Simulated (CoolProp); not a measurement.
Vapour-liquid equilibrium of benzene (1) + m-xylene (2) at 141.45 °C; x and y are mole fractions of (1).

Computed with CoolProp (multi-fluid Helmholtz-energy mixture model, Thol 2012 and Zhou 2012; pair parameters Bell 2016).

| x | bubble pressure, mixture model (MPa) | bubble pressure, Raoult's law (MPa) | y, mixture model | y, Raoult's law |
|---|---|---|---|---|
| 0.05 | 0.1265 | 0.1269 | 0.183 | 0.192 |
| 0.15 | 0.1633 | 0.1649 | 0.424 | 0.443 |
| 0.25 | 0.1997 | 0.2028 | 0.577 | 0.601 |
| 0.35 | 0.2362 | 0.2408 | 0.685 | 0.708 |
| 0.45 | 0.2731 | 0.2787 | 0.765 | 0.787 |
| 0.55 | 0.3105 | 0.3166 | 0.828 | 0.847 |
| 0.65 | 0.3485 | 0.3546 | 0.879 | 0.893 |
| 0.75 | 0.3873 | 0.3925 | 0.921 | 0.931 |
| 0.85 | 0.4268 | 0.4305 | 0.956 | 0.962 |
| 0.95 | 0.4670 | 0.4684 | 0.987 | 0.988 |

The largest gap from Raoult's law is -2.0 % in bubble pressure, at x = 0.45. No azeotrope shows between x = 0.05 and 0.95.

The pair parameters rest on a limited set of measurements; away from them the model extrapolates.
